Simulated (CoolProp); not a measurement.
Vapour-liquid equilibrium of dimethyl ether (1) + R236FA (2) at 2.18 kPa; x and y are mole fractions of (1).

Model: multi-fluid Helmholtz-energy mixture model, Wu 2011 and Pan 2012; pair parameters Bell 2016, in CoolProp.

| x | bubble temperature (K) | y at the bubble point | dew temperature at overall composition x (K) | liquid density (mol/L) |
|---|---|---|---|---|
| 0.05 | 205.9 | 0.080 | 206.0 | 11.00 |
| 0.125 | 205.1 | 0.211 | 205.6 | 11.38 |
| 0.2 | 204.1 | 0.352 | 205.2 | 11.77 |
| 0.275 | 202.8 | 0.495 | 204.7 | 12.20 |
| 0.35 | 201.1 | 0.629 | 204.1 | 12.65 |
| 0.425 | 199.2 | 0.744 | 203.5 | 13.13 |
| 0.5 | 197.1 | 0.835 | 202.7 | 13.64 |
| 0.575 | 194.9 | 0.899 | 201.9 | 14.17 |
| 0.65 | 192.8 | 0.942 | 200.8 | 14.74 |
| 0.725 | 190.8 | 0.969 | 199.6 | 15.33 |
| 0.8 | 189.0 | 0.985 | 198.0 | 15.94 |
| 0.875 | 187.5 | 0.994 | 195.8 | 16.58 |
| 0.95 | 186.3 | 0.998 | 192.3 | 17.26 |

No azeotrope shows between x = 0.05 and 0.95.

The pair parameters rest on a limited set of measurements; away from them the model extrapolates.
